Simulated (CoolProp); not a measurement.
Vapour-liquid equilibrium of propane (1) + isobutane (2) at -55.95 °C; x and y are mole fractions of (1).

Model: multi-fluid Helmholtz-energy mixture model, Lemmon 2009 and Bücker 2006; pair parameters Kunz 2012, in CoolProp.

Task: Give the bubble pressure and the first vapour's composition at x = 0.05, 0.35, 0.425. Is there an azeotrope?

Result: x = 0.05: 13.98 kPa, y = 0.191; x = 0.35: 25.89 kPa, y = 0.696; x = 0.425: 28.85 kPa, y = 0.758. No azeotrope shows between x = 0.05 and 0.95.

Pair parameters are fitted to limited data, so mixtures are less certain than the pure fluids.
